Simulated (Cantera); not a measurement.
## Ammonia decomposition in nitride growth gas

A perfectly stirred reactor is fed with 88.5 % NH3, 11.5 % H2, at 0.0840 bar; it is held at 2375 K, and followed from long to short residence time.

Model: the gas-phase N/H chemistry of the illustrative SiF4/NH3 mechanism in the Surface Chemkin manual (1991), integrated in Cantera. Walls and surfaces, which speed up NH3 decomposition in real reactors, are not modelled.

```tsv
τ (s)	x NH3	x H2	x N2H2	x N2H4	x H
0.51	0.00924	0.752	2.39e-7	2.21e-10	0.00682
0.26	0.0245	0.743	5.57e-7	7.12e-10	0.00456
0.13	0.0539	0.722	1.21e-6	1.95e-9	0.00334
0.066	0.105	0.685	2.45e-6	4.72e-9	0.00253
0.033	0.190	0.623	4.78e-6	1.06e-8	0.00190
0.017	0.309	0.535	8.49e-6	2.07e-8	0.00141
0.0085	0.459	0.425	1.41e-5	3.62e-8	0.00100
0.0043	0.604	0.318	2.04e-5	5.44e-8	0.000705
```
x: mole fraction; the columns are a selection and need not sum to one.
